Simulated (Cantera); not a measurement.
What does this Cantera script print?

```python
import numpy as np
import cantera as ct

gas = ct.Solution("gri30.yaml")


def delay(T, t_max=10):
    gas.TPX = T, 100000, {'CH4': 1, 'O2': 1.67, 'N2': 6.27, 'CO2': 0.021}
    reactor = ct.IdealGasReactor(gas, clone=False)
    net = ct.ReactorNet([reactor])
    net.rtol, net.atol = 1e-8, 1e-16
    while net.time < t_max:
        t_old, T_old = net.time, reactor.T
        net.step()
        if reactor.T > T + 400:  # ignition: a rise of 400 K
            return t_old + (T + 400 - T_old) / (reactor.T - T_old) * (net.time - t_old)
    return np.nan


taus = []
for T in [1225, 1300, 1375, 1450, 1525, 1600, 1675, 1750]:
    taus.append(delay(T))
    print(f"T0 = {T:6g} K   tau = {taus[-1]:.4e} s")
```

Output:

```
T0 =   1225 K   tau = 3.3783e-02 s
T0 =   1300 K   tau = 1.2257e-02 s
T0 =   1375 K   tau = 4.7926e-03 s
T0 =   1450 K   tau = 2.0224e-03 s
T0 =   1525 K   tau = 9.2733e-04 s
T0 =   1600 K   tau = 4.6382e-04 s
T0 =   1675 K   tau = 2.5182e-04 s
T0 =   1750 K   tau = 1.4675e-04 s
```

Cantera simulation using GRI-Mech 3.0 (53 species, 325 reactions); the numbers are that mechanism's predictions, not measurements.
